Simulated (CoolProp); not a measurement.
A single-stage vapour-compression cycle with ethane: evaporating at 232.15 K (dew point), condensing at 261.15 K (bubble point), superheat 0 K, subcooling 0 K, compressor efficiency 0.8, no pressure losses. Each further row changes one setting.

Values from CoolProp's reference Helmholtz-energy equation of state, Bücker 2006.

```csv
case,cooling COP,pressure ratio,discharge temperature (K),refrigerating effect (kJ/kg),volumetric capacity (kJ/m³)
as stated,5.25,2.35,282.1,327,4440
evaporating temperature 237.15 K,6.62,2.00,278.0,330,5270
condensing temperature 256.15 K,6.57,2.05,273.9,343,4660
subcooling 5 K,5.50,2.35,282.1,343,4660
superheat 10 K,5.19,2.35,292.8,345,4400
compressor efficiency 0.7,4.59,2.35,286.3,327,4440
```
